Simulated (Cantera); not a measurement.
A Cantera script and what it prints.

```python
import numpy as np
import cantera as ct

gas_names = """
    C CO CO2 C2 C2O C3 C3O2 C4 C5 O O2 O3 Ta TaO TaO2
""".split()
cond_names = """
    C(gr) Ta(cr) Ta(L) TaC(s) TaC(L) Ta2O5(s) Ta2O5(L)
""".split()


# ... load() reads the species with a 1 bar reference pressure and builds the phases ...
atoms = {
    'Ta2O5': {'Ta': 2, 'O': 5},
    'CO': {'C': 1, 'O': 1},
}
top_T = {'C(gr)': 4500}  # K; cautious upper limits of use, not melting points


# ... equilibrate(T, P, feed) seeds the gas with the atoms and calls Mixture.equilibrate('TP', solver="vcs", rtol=1e-11, max_steps=5000) ...
results = []
feed = {'Ta2O5': 1, 'CO': 1.1}  # mol
P = 100000  # Pa
for T in [1200, 1400, 1600, 1800, 2000, 2200, 2400]:
    mix = equilibrate(T, P, feed)
    results.append((T, P, feed, dict(zip(mix.species_names, mix.species_moles))))

top = {s: max(r[3][s] / sum(r[3][g] for g in gas_names) for r in results) for s in gas_names}
cols = sorted((s for s in top if top[s] > 0.0001), key=lambda s: -top[s])[:7]
seen = [c for c in cond_names if any(r[3].get(c, 0) > 1e-12 for r in results)]
print("log10 of partial pressures in bar; condensed amounts in mol")
print(f"{'T/K':>10s}" + "".join(f"{s[:9]:>10s}" for s in cols + seen))
for T, P, feed, n in results:
    ng = sum(n[g] for g in gas_names)
    print(f"{T:10.4g}" + "".join(f"{np.log10(max(n[s] / ng * P / 1e5, 1e-99)):10.3f}" for s in cols)
          + "".join(f"{n.get(c, 0):10.4g}" for c in seen))
```

It prints:

```
log10 of partial pressures in bar; condensed amounts in mol
       T/K        CO       CO2      TaO2     C(gr)    TaC(s)  Ta2O5(s)  Ta2O5(L)
      1200    -0.008    -1.740   -18.147   0.01968         0         1         0
      1400    -0.001    -2.680   -13.584         0  0.000657    0.9997         0
      1600    -0.001    -2.687   -10.539         0 0.0006457    0.9997         0
      1800    -0.001    -2.692    -8.191         0 0.0006388    0.9997         0
      2000    -0.001    -2.694    -6.331         0 0.0006348    0.9997         0
      2200    -0.001    -2.724    -4.909         0 0.0005905         0    0.9997
      2400    -0.001    -2.761    -3.775         0 0.0005076         0    0.9996
```

Method: chemical equilibrium by Gibbs-energy minimisation in Cantera with the NASA 1993 tables (ideal gas, pure condensed phases). Mutual solubility and eutectic melting of coexisting phases are not modelled. TaC: taken at fixed stoichiometry. Condensed phases not in the tables: Ta2C.
